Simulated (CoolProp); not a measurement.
Values from CoolProp's reference Helmholtz-energy equation of state, Wagner 2002.

Task: Give the vapour pressure (MPa), liquid density (kg/m³), liquid cp (kJ/(kg K)), vapour Z of saturated water at 284.55, 337.05 °C.

Result: 
```json
[
 {"T (°C)": "284.55", "p (MPa)": "6.87", "liquid density (kg/m³)": "742", "liquid cp (kJ/(kg K))": "5.38", "vapour Z": "0.746"},
 {"T (°C)": "337.05", "p (MPa)": "14.1", "liquid density (kg/m³)": "620", "liquid cp (kJ/(kg K))": "7.85", "vapour Z": "0.570"}
]
```
